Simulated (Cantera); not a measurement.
**Oxide etching and cleaning by halides: MgO + Cl2**

Feed: 1 mol MgO, 2.3 mol Cl2, held at 45.8 Torr.

Cantera equilibrium calculation (NASA polynomials, part measured and part estimated; ideal gas, pure solids and liquids). Candidate condensed phases: Mg, MgCl2, MgO; 11 gas species. Kinetics and transport are ignored.

From 1123 K to 1423 K the condensed part is MgO(s). From 1473 K to 1573 K nothing is condensed. The main Mg-bearing gas is MgCl2 throughout.

| T (K) | log p Cl2 | log p MgCl2 | log p Cl | log p O2 | log p ClO | log p O | log p MgCl | n MgO(s) |
|---|---|---|---|---|---|---|---|---|
| 1123 | -1.24 | -2.79 | -3.32 | -3.09 | -6.20 | -9.90 | <-13 | 0.937 |
| 1173 | -1.25 | -2.53 | -3.08 | -2.83 | -5.88 | -9.27 | <-13 | 0.885 |
| 1223 | -1.28 | -2.30 | -2.86 | -2.61 | -5.59 | -8.70 | -13.21 | 0.803 |
| 1273 | -1.33 | -2.11 | -2.68 | -2.41 | -5.34 | -8.17 | -12.41 | 0.680 |
| 1323 | -1.39 | -1.94 | -2.51 | -2.24 | -5.13 | -7.70 | -11.68 | 0.512 |
| 1373 | -1.48 | -1.81 | -2.38 | -2.11 | -4.96 | -7.26 | -11.01 | 0.300 |
| 1423 | -1.59 | -1.70 | -2.26 | -2.01 | -4.83 | -6.87 | -10.39 | 0.0598 |
| 1473 | -1.64 | -1.69 | -2.13 | -1.99 | -4.72 | -6.55 | -9.92 | 0 |
| 1523 | -1.68 | -1.70 | -2.01 | -2.00 | -4.63 | -6.26 | -9.52 | 0 |
| 1573 | -1.72 | -1.71 | -1.89 | -2.01 | -4.55 | -5.99 | -9.13 | 0 |
log p: log10 of the partial pressure in bar; n: condensed amount in mol.
